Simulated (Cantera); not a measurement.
An isothermal, constant-pressure homogeneous reactor starts with 24.8 % H2, 10.5 % O2, 64.8 % N2, equivalence ratio 1.2, at 1123 K and 0.345 atm.

Cantera simulation using GRI-Mech 3.0 (53 species, 325 reactions); the numbers are that mechanism's predictions, not measurements. The temperature is held fixed by assumption; the heat of reaction is taken as removed at once.

x: mole fraction; the columns are a selection and need not sum to one.

```tsv
t (s)	x H2	x O2	x O	x H	x H2O
0.000200	0.246	0.104	0.000107	0.00105	0.00135
0.000838	?	?	?	?	0.228
0.00352	0.0411	2.58e-5	7.47e-6	0.00308	0.234
0.0147	0.0422	1.15e-6	3.45e-7	0.000686	0.234
0.0618	0.0425	?	?	?	0.234
0.259	0.0425	3.63e-9	8.78e-10	3.47e-5	0.234
1.09	0.0426	1.87e-10	3.79e-11	7.13e-6	0.234
4.55	0.0426	1.07e-11	2.38e-12	1.79e-6	0.234
19.1	0.0425	1.12e-12	<1e-12	6.61e-7	0.234
80.0	0.0425	<1e-12	<1e-12	2.05e-7	0.234
```

Q: Some entries are withheld; supply them.

A: 
- 0.000838, x H2: 0.0370
- 0.000838, x O2: 0.00123
- 0.000838, x O: 0.000306
- 0.000838, x H: 0.0164
- 0.0618, x O2: 6.39e-8
- 0.0618, x O: 1.80e-8
- 0.0618, x H: 0.000157
